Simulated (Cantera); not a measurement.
Charge: 1 mol SF₆, 1.7 mol H₂, 0.0046 mol SO₂, held at 14.3 Torr.

Equilibrium computed with Cantera from the NASA thermochemical tables; the gas is ideal and each condensed phase is pure. Candidate condensed phases: H₂O, H₂SO₄, S; 71 gas species. Ions and electrons are included (thermal ionisation). Rates play no part.

x: gas mole fraction; nothing condenses.

```
T (K)    x F     x HF     x H     x S      x S₂      x SF      x H₂
-----  -----  -------  ------  ------  --------  --------  --------
3000   0.379    0.473  0.0101   0.130   0.00504   0.00138   7.84e-5
3250   0.404    0.408  0.0514   0.132   0.00135  0.000498  0.000488
3500   0.463    0.269   0.144   0.121  0.000355  0.000202   0.00112
3750   0.523        ?       ?   0.108         ?         ?   0.00108
4000   0.555   0.0500   0.292   0.101   3.73e-5   4.29e-5  0.000636
4250   0.568        ?   0.313  0.0982         ?         ?         ?
4500   0.573  0.00763   0.321  0.0971   7.87e-6   1.26e-5  0.000164
4750   0.575  0.00331   0.324  0.0966   4.18e-6   7.56e-6   8.69e-5
5000   0.575  0.00155   0.325  0.0963   2.37e-6   4.74e-6   4.86e-5
```

Task: Complete the blanks.

Result: 
- 3750, x HF: 0.128
- 3750, x H: 0.238
- 3750, x S₂: 0.000104
- 3750, x SF: 8.94e-5
- 4250, x HF: 0.0190
- 4250, x S₂: 1.61e-5
- 4250, x SF: 2.25e-5
- 4250, x H₂: 0.000323
